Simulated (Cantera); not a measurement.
# Ignition delay

Mixture: 24.2 % CO, 3.87 % H2, 1.16 % CH4, 14.9 % O2, 55.9 % N2, at 9.87 atm, adiabatic and at constant volume. Ignition delay is the time to a rise of 400 K.

Model: GRI-Mech 3.0 (53 species, 325 reactions), integrated in Cantera.

```
T0 (K)  delay (ms)
------  ----------
1350        0.0111
1425       0.00660
1500       0.00448
1575       0.00332
1650       0.00260
```

```json
{
 "apparent activation energy between 1500 and 1650 K": "75 kJ/mol"
}
```
